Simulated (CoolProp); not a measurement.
A single-stage vapour-compression cycle with the fluid: evaporating at 289.15 K (dew point), condensing at 346.15 K (bubble point), superheat 2 K, subcooling 2 K, compressor efficiency 0.8, no pressure losses. The same conditions are run with several fluids, on thermodynamics alone (safety and materials aside).

Computed with CoolProp (reference Helmholtz-energy equation of state of each fluid (sulfur dioxide: Gao 2016; cyclopentane: Gedanitz 2015; R22: Kamei 1995; R11: Jacobsen 1992; R245ca: Zhou 2016; dimethyl ether: Wu 2011)).

```csv
fluid,cooling COP,pressure ratio,discharge temperature (K),refrigerating effect (kJ/kg),volumetric capacity (kJ/m³)
sulfur dioxide,3.27,5.32,433.6,288,2310
cyclopentane,3.43,7.10,363.0,310,267
R22,2.73,3.92,378.4,118,3990
R11,3.38,5.76,365.2,136,606
R245ca,3.09,6.79,346.2,133,531
dimethyl ether,3.06,4.27,367.6,275,2620
```

The compression ends wet for: R245ca.
